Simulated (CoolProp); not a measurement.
The fluoroketone C6F12O (FK-5-1-12) along the isobar 0.652 MPa: fugacity coefficient from the reference equation and from simpler models built on Tc = 441.8 K, pc = 1.869 MPa, ω = 0.471; each cubic takes its own stable root.

Computed with CoolProp (reference Helmholtz-energy equation of state, McLinden 2015).

| T (K) | phase | reference |
|---|---|---|
| 177.6 | liquid | 3.253e-6 |
| 223.6 | liquid | 0.0006996 |
| 269.7 | liquid | 0.01657 |
| 315.8 | liquid | 0.1226 |
| 361.8 | liquid | 0.4582 |
| 407.9 | gas | 0.8395 |
| 453.9 | gas | 0.8925 |
| 500 | gas | 0.9254 |

How far does each simpler model (van der Waals, Redlich-Kwong, Soave-Redlich-Kwong, Peng-Robinson) lie from the reference over these 8 states: mean and median of the absolute difference, and the worst?


- van der Waals: mean 68249.1 %, median 220.6 %, worst +531102.0 % at 177.6 K and 0.652 MPa
- Redlich-Kwong: mean 921.6 %, median 91.3 %, worst +5786.9 % at 177.6 K and 0.652 MPa
- Soave-Redlich-Kwong: mean 6.2 %, median 1.3 %, worst +36.6 % at 177.6 K and 0.652 MPa
- Peng-Robinson: mean 13.5 %, median 1.0 %, worst +79.3 % at 177.6 K and 0.652 MPa

At some of these states van der Waals gives the other phase, because its saturation line lies elsewhere.
